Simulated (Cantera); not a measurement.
Gas-phase reforming

An isothermal, constant-pressure homogeneous reactor starts with 63.7 % CH4, 35.1 % CO2, 1.21 % H2, at 1750 K and 13300 Pa.

Cantera simulation using GRI-Mech 3.0 (53 species, 325 reactions); the numbers are that mechanism's predictions, not measurements. GRI-Mech 3.0 stops at C3 and has no aromatics, soot or wall deposition, so with more carbon than oxygen in the feed, carbon stays in small species such as C2H2 where larger ones or solid carbon would form.

| t (s) | x CH4 | x CO2 | x H2 | x HO2 | x H | x CH2CO | x HCO |
|---|---|---|---|---|---|---|---|
| 0.000300 | 0.633 | 0.350 | 0.0141 | <1e-12 | 6.22e-6 | 1.82e-10 | 7.27e-9 |
| 0.000590 | 0.625 | 0.349 | 0.0191 | <1e-12 | 1.37e-5 | 2.69e-9 | 5.59e-8 |
| 0.00116 | 0.596 | 0.344 | 0.0401 | <1e-12 | 3.48e-5 | 4.45e-8 | 2.16e-7 |
| 0.00228 | 0.515 | 0.328 | 0.106 | <1e-12 | 8.19e-5 | 7.13e-7 | 3.24e-7 |
| 0.00448 | 0.394 | 0.293 | 0.212 | <1e-12 | 0.000136 | 5.95e-6 | 2.33e-7 |
| 0.00881 | 0.277 | 0.249 | 0.309 | <1e-12 | 0.000187 | 1.83e-5 | 1.45e-7 |
| 0.0173 | 0.176 | 0.194 | 0.373 | <1e-12 | 0.000236 | 3.60e-5 | 8.67e-8 |
| 0.0341 | 0.0970 | 0.124 | 0.398 | <1e-12 | 0.000286 | 6.18e-5 | 4.73e-8 |
| 0.0669 | 0.0457 | 0.0559 | 0.397 | <1e-12 | 0.000347 | 8.79e-5 | 2.69e-8 |
| 0.132 | 0.0234 | 0.0257 | 0.411 | <1e-12 | 0.000415 | 8.58e-5 | 1.98e-8 |
| 0.259 | 0.0173 | 0.0197 | 0.442 | <1e-12 | 0.000443 | 6.06e-5 | 1.71e-8 |
| 0.509 | 0.0141 | 0.0147 | 0.478 | <1e-12 | 0.000455 | 3.57e-5 | 1.55e-8 |
| 1.00 | 0.0106 | 0.00927 | 0.514 | <1e-12 | 0.000466 | 1.76e-5 | 1.48e-8 |
x: mole fraction; the columns are a selection and need not sum to one.

Equilibrium at this temperature and pressure: CH4 0.00131, CO2 5.08e-8, H2 0.573, HO2 <1e-12, H 0.000486, CH2CO 8.43e-8, HCO 1.56e-8 (gas phase only).
